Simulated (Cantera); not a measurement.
What does this Cantera script print?

```python
import numpy as np
import cantera as ct

gas_names = """
    Fe FeO Fe(OH)2 H HO2 H2 H2O H2O2 H2S H2SO4 O OH O2 O3 S SH SO SO2 SO3 S2 S2O S8
""".split()
cond_names = """
    Fe(a) Fe(c) Fe(d) Fe(L) FeO(s) FeO(L) Fe(OH)2(s) Fe(OH)3(s) FeS(a) FeS(b) FeS(c) FeS(L) FeSO4(s)
    FeS2(s) Fe2O3(s) Fe2S3O12(s) Fe3O4(s) H2O(s) H2O(L) H2SO4(L) S(cr1) S(cr2) S(L)
""".split()


# ... load() reads the species with a 1 bar reference pressure and builds the phases ...
atoms = {
    'FeS2': {'Fe': 1, 'S': 2},
    'H2': {'H': 2},
    'H2O': {'H': 2, 'O': 1},
}
top_T = {'FeSO4(s)': 950, 'FeS2(s)': 1010, 'Fe2O3(s)': 1830, 'Fe2S3O12(s)': 1100, 'Fe3O4(s)': 1870}  # K; cautious upper limits of use, not melting points


# ... equilibrate(T, P, feed) seeds the gas with the atoms and calls Mixture.equilibrate('TP', solver="vcs", rtol=1e-11, max_steps=5000) ...
results = []
feed = {'FeS2': 1, 'H2': 5.6, 'H2O': 2.7}  # mol
T = 1725  # K
P = 10000  # Pa
mix = equilibrate(T, P, feed)
results.append((T, P, feed, dict(zip(mix.species_names, mix.species_moles))))
print(gas.report(threshold=1e-05))
for i in range(1, mix.n_phases):
    print(f"{mix.phase(i).name:16s} {mix.phase_moles(i):12.5e} mol")
```

It prints:

```
       temperature   1725 K
          pressure   10000 Pa
           density   0.0074518 kg/m^3
  mean mol. weight   10.688 kg/kmol
   phase of matter   gas

                          1 kg             1 kmol
                     ---------------   ---------------
          enthalpy       -2.0336e+06       -2.1734e+07  J
   internal energy       -3.3755e+06       -3.6076e+07  J
           entropy             22651        2.4208e+05  J/K
    Gibbs function       -4.1106e+07       -4.3933e+08  J
 heat capacity c_p            3689.8             39436  J/K
 heat capacity c_v            2911.9             31121  J/K

                      mass frac. Y      mole frac. X     chem. pot. / RT
                     ---------------   ---------------   ---------------
                Fe        0.00013051        2.4977e-05           -8.3529
                 H        4.3057e-05        0.00045653           -10.913
                H2           0.11398           0.60423           -21.826
               H2O           0.52247           0.30996           -47.176
               H2S           0.15053          0.047211           -35.942
                OH        2.0532e-05        1.2903e-05           -36.263
                 S        0.00065741        0.00021916           -14.116
                SH          0.014852         0.0048001           -25.029
                SO           0.00376        0.00083617           -39.466
               SO2         0.0081004         0.0013515           -64.816
                S2           0.18484           0.03081           -28.232
               S2O        0.00054617        7.2858e-05           -53.582
     [  +10 minor]        7.1428e-05        8.5268e-06

Fe(d)             0.00000e+00 mol
FeO(L)            0.00000e+00 mol
FeS(L)            9.99712e-01 mol
Fe2O3(s)          0.00000e+00 mol
Fe3O4(s)          0.00000e+00 mol
S(L)              0.00000e+00 mol
```

Equilibrium computed with Cantera from the NASA thermochemical tables; the gas is ideal and each condensed phase is pure. FeS: taken at fixed stoichiometry.
